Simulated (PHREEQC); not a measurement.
Synthetic water in mg/L, 25 °C, pH 3.85, pe 9.8:

```csv
constituent,mg/L
Na,39.8
K,42
Ca,81
Mg,12.2
Cl,67.9
S(6) as SO4,301
Zn,1.63
Ni,0.399
```

Na is adjusted to close the charge balance.
Valence states are taken as typed.

Model: ion-association model, wateq4f.dat, run in PHREEQC.

Each row changes one thing in this solution. This is a speciation only: nothing precipitates in the calculation.

| case | ionic strength (mol/kgw) | SO4-2 (mol/kgw) | Mg+2 (mol/kgw) | CaSO4 (mol/kgw) | MgSO4 (mol/kgw) | HSO4- (mol/kgw) | SI of Gypsum (CaSO4:2H2O) | SI of Epsomite (MgSO4:7H2O) |
|---|---|---|---|---|---|---|---|---|
| as made | 0.0119 | 0.00261 | 0.000399 | 0.000363 | 0.000103 | 2.59e-5 | -1.16 | -4.22 |
| Ni from 0.399 to 0.2 mg/L | 0.0119 | 0.00261 | 0.000399 | 0.000363 | 0.000103 | 2.59e-5 | -1.16 | -4.22 |
| temperature from 25 to 65 °C at the same typed pH | 0.0112 | 0.00242 | (withheld) | 0.000428 | 0.000182 | 6.35e-5 | -1.14 | -4.61 |
| S(6) from 301 to 602 mg/L | 0.0201 | 0.00537 | 0.000350 | 0.000540 | 0.000152 | 4.93e-5 | -0.98 | (withheld) |

Problem. Fill in the missing entries.

Solution. 
- temperature from 25 to 65 °C at the same typed pH, Mg+2 (mol/kgw): 0.000320
- S(6) from 301 to 602 mg/L, SI of Epsomite (MgSO4:7H2O): -4.05

Away from 25 °C the constants follow the database's enthalpies or fits; those with neither stay at their 25 °C values.
